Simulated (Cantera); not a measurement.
What does this Cantera script print?

```python
import numpy as np
import cantera as ct

surf = ct.Interface("ptcombust.yaml", "Pt_surf")
gas = surf.adjacent["gas"]
gas.TPX = 300, 7400, {'CH4': 0.051, 'O2': 0.1, 'N2': 0.79}
jet = ct.ImpingingJet(gas=gas, width=0.031, surface=surf)
jet.inlet.mdot, jet.inlet.T, jet.inlet.X = 0.029, 300, {'CH4': 0.051, 'O2': 0.1, 'N2': 0.79}
jet.set_refine_criteria(ratio=10, slope=0.2, curve=0.3)
show, cover = ['CH4', 'O2', 'H2O', 'OH', 'CO', 'CO2'], ["PT(S)", "H(S)", "O(S)", "OH(S)", "CO(S)", "C(S)"]

rows = []
print(f"{'Ts/K':>7s}" + "".join(f"{s:>11s}" for s in show + cover) + "   (gas at the wall, coverages)")
for i, Ts in enumerate([850, 900, 950, 1000, 1050]):
    jet.surface.T = Ts
    if i == 0:
        surf.TP = Ts, 7400
        surf.coverages = "PT(S):0.5, O(S):0.5"
        surf.advance_coverages(1.0)
        jet.set_initial_guess(products="inlet")
    jet.solve(loglevel=0, auto=(i == 0))
    rows.append([*(jet.X[gas.species_index(s), -1] for s in show), *surf[cover].coverages])
    print(f"{Ts:7g}" + "".join(f"{x:11.3e}" for x in rows[-1]))
```

Result:

```
   Ts/K        CH4         O2        H2O         OH         CO        CO2      PT(S)       H(S)       O(S)      OH(S)      CO(S)       C(S)   (gas at the wall, coverages)
    850  4.118e-02  7.838e-02  2.454e-02  1.054e-08  1.215e-05  1.603e-02  1.691e-01  3.852e-08  8.295e-01  1.333e-03  2.426e-05  6.196e-08
    900  3.032e-02  5.527e-02  4.479e-02  4.070e-08  1.338e-05  2.938e-02  2.556e-01  1.405e-07  7.428e-01  1.670e-03  2.195e-05  7.807e-08
    950  2.017e-02  3.381e-02  6.352e-02  1.238e-07  1.334e-05  4.185e-02  3.613e-01  4.048e-07  6.369e-01  1.787e-03  1.756e-05  8.401e-08
   1000  1.297e-02  1.869e-02  7.665e-02  3.108e-07  1.318e-05  5.066e-02  4.825e-01  9.890e-07  5.158e-01  1.698e-03  1.361e-05  8.506e-08
   1050  8.016e-03  8.300e-03  8.560e-02  6.407e-07  1.406e-05  5.671e-02  6.335e-01  2.366e-06  3.650e-01  1.464e-03  1.189e-05  9.463e-08
```

Model: Deutschmann's 1995 Pt surface mechanism with GRI-Mech 3.0 gas chemistry, integrated in Cantera. Catalytic surfaces can have several steady states; this one follows from the mechanism file's or the stated starting coverage.
